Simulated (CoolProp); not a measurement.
Properties of octamethylcyclotetrasiloxane (D4) at several states.

The numbers come from the reference Helmholtz-energy equation of state, Thol 2015 in CoolProp.

```json
[
 {"T (K)": "377.6", "p (kPa)": "78.7", "phase": "liquid", "Z": "0.008667", "cp (kJ/(kg K))": "1.826", "cv (kJ/(kg K))": "1.543", "Joule-Thomson coefficient (K/MPa)": "-0.2970", "isothermal compressibility (1/MPa)": "0.003121", "fugacity coefficient": "0.1322"},
 {"T (K)": "611.2", "p (kPa)": "13.1", "phase": "gas", "Z": "0.9971", "cp (kJ/(kg K))": "2.024", "cv (kJ/(kg K))": "1.995", "Joule-Thomson coefficient (K/MPa)": "7.347", "isothermal compressibility (1/MPa)": "76.56", "fugacity coefficient": "0.9971"},
 {"T (K)": "318.2", "p (kPa)": "16.9", "phase": "liquid", "Z": "0.002042", "cp (kJ/(kg K))": "1.705", "cv (kJ/(kg K))": "1.412", "Joule-Thomson coefficient (K/MPa)": "-0.3827", "isothermal compressibility (1/MPa)": "0.001804", "fugacity coefficient": "0.03139"}
]
```
